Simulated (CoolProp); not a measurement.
Computed with CoolProp (reference Helmholtz-energy equation of state, Thol 2014).

**Question.** For chloromethane (R40), give the phase and the Z, isothermal compressibility (1/MPa), fugacity coefficient at -17.45 °C and 7.5 MPa; 123.05 °C and 2.09 MPa; 53.75 °C and 0.617 MPa.

**Answer.** 
- -17.45 °C and 7.5 MPa: liquid; Z 0.178, isothermal compressibility 0.00135, fugacity coefficient 0.0204
- 123.05 °C and 2.09 MPa: gas; Z 0.853, isothermal compressibility 0.571, fugacity coefficient 0.870
- 53.75 °C and 0.617 MPa: gas; Z 0.919, isothermal compressibility 1.77, fugacity coefficient 0.925
